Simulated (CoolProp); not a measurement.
Aqueous ethanol as a coolant, at -13 °C, 1 atm.

The numbers come from the Melinder's fits for secondary coolants in CoolProp.

| mass % | freezing point (°C) | viscosity (mPa s) | conductivity (W/(m K)) | density (kg/m³) | Prandtl number |
|---|---|---|---|---|---|
| 25.4 | -15.8 | 13.9 | 0.410 | 974.5 | 144 |
| 29.7 | ? | 15.0 | 0.391 | 970.9 | 158 |
| 34 | ? | 15.5 | ? | 966.3 | 165 |
| 38.3 | -28.0 | 15.4 | 0.354 | 960.5 | 166 |
| 42.6 | -31.8 | 14.8 | 0.336 | 953.7 | 162 |
| 46.9 | -35.3 | 13.8 | 0.320 | 945.8 | 154 |

Problem. What belongs in the gaps?

Solution. 
- 29.7, freezing point (°C): -19.9
- 34, freezing point (°C): -24.0
- 34, conductivity (W/(m K)): 0.372
